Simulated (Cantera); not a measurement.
**LiCl + H2 (halide evaporation, hydrolysis and transport)**

A closed system holds: 1 mol LiCl, 0.42 mol H2, equilibrated at 133 Pa.

These are equilibrium values from Cantera (NASA tables, ideal gas, pure condensed phases), not measurements of a reactor. Candidate condensed phases: Li, LiCl, LiH; 11 gas species. The numbers say what is thermodynamically allowed, not how fast it happens.

| T (K) | log p H2 | log p LiCl | log p Li2Cl2 | log p Li3Cl3 | log p HCl | n LiCl(s) | n LiCl(l) |
|---|---|---|---|---|---|---|---|
| 673 | -2.88 | -8.69 | -8.38 | -9.39 | -14.01 | 1.000 | 0 |
| 773 | -2.88 | -6.63 | -6.31 | -7.36 | -11.70 | 1.000 | 0 |
| 873 | -2.88 | -5.06 | -4.74 | -5.83 | -9.87 | 0.984 | 0 |
| 973 | -2.99 | -3.94 | -3.74 | -4.98 | -8.52 | 0 | 0.794 |
| 1073 | -3.30 | -3.30 | -3.48 | -5.11 | -7.63 | 0 | 0 |
| 1173 | -3.37 | -3.11 | -3.92 | -6.21 | -7.00 | 0 | 0 |
| 1273 | -3.39 | -3.05 | -4.50 | -7.44 | -6.52 | 0 | 0 |
| 1373 | -3.40 | -3.03 | -5.07 | -8.60 | -6.12 | 0 | 0 |
log p: log10 of the partial pressure in bar; n: condensed amount in mol.

From 673 K to 873 K the condensed part is LiCl(s). At 973 K the condensed part is LiCl(l). From 1073 K to 1373 K nothing is condensed. The main Li-bearing gas is Li2Cl2 at 673 K and LiCl at 1373 K.
